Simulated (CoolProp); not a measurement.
Vapour-liquid equilibrium of isopentane (1) + R365MFC (2) at 88.75 °C; x and y are mole fractions of (1).

Computed with CoolProp (multi-fluid Helmholtz-energy mixture model, Lemmon 2006 and Lemmon 2016; pair parameters Bell 2016).

```json
[
 {"x": "0.05", "bubble pressure, mixture model (bar)": "4.923", "bubble pressure, Raoult's law (bar)": "4.495", "y, mixture model": "0.129", "y, Raoult's law": "0.063"},
 {"x": "0.125", "bubble pressure, mixture model (bar)": "5.514", "bubble pressure, Raoult's law (bar)": "4.584", "y, mixture model": "0.263", "y, Raoult's law": "0.153"},
 {"x": "0.2", "bubble pressure, mixture model (bar)": "5.959", "bubble pressure, Raoult's law (bar)": "4.673", "y, mixture model": "0.356", "y, Raoult's law": "0.241"},
 {"x": "0.275", "bubble pressure, mixture model (bar)": "6.285", "bubble pressure, Raoult's law (bar)": "4.762", "y, mixture model": "0.424", "y, Raoult's law": "0.325"},
 {"x": "0.35", "bubble pressure, mixture model (bar)": "6.517", "bubble pressure, Raoult's law (bar)": "4.851", "y, mixture model": "0.477", "y, Raoult's law": "0.406"},
 {"x": "0.425", "bubble pressure, mixture model (bar)": "6.676", "bubble pressure, Raoult's law (bar)": "4.940", "y, mixture model": "0.521", "y, Raoult's law": "0.484"},
 {"x": "0.5", "bubble pressure, mixture model (bar)": "6.777", "bubble pressure, Raoult's law (bar)": "5.029", "y, mixture model": "0.560", "y, Raoult's law": "0.559"},
 {"x": "0.575", "bubble pressure, mixture model (bar)": "6.828", "bubble pressure, Raoult's law (bar)": "5.118", "y, mixture model": "0.597", "y, Raoult's law": "0.632"},
 {"x": "0.65", "bubble pressure, mixture model (bar)": "6.832", "bubble pressure, Raoult's law (bar)": "5.207", "y, mixture model": "0.635", "y, Raoult's law": "0.702"},
 {"x": "0.725", "bubble pressure, mixture model (bar)": "6.782", "bubble pressure, Raoult's law (bar)": "5.296", "y, mixture model": "0.677", "y, Raoult's law": "0.770"},
 {"x": "0.8", "bubble pressure, mixture model (bar)": "6.659", "bubble pressure, Raoult's law (bar)": "5.385", "y, mixture model": "0.729", "y, Raoult's law": "0.835"},
 {"x": "0.875", "bubble pressure, mixture model (bar)": "6.427", "bubble pressure, Raoult's law (bar)": "5.475", "y, mixture model": "0.798", "y, Raoult's law": "0.899"},
 {"x": "0.95", "bubble pressure, mixture model (bar)": "6.027", "bubble pressure, Raoult's law (bar)": "5.564", "y, mixture model": "0.900", "y, Raoult's law": "0.960"}
]
```

The largest gap from Raoult's law is +35.1 % in bubble pressure, at x = 0.425. y crosses x between x = 0.575 and 0.65: the model has an azeotrope there.

Pair parameters are fitted to limited data, so mixtures are less certain than the pure fluids.
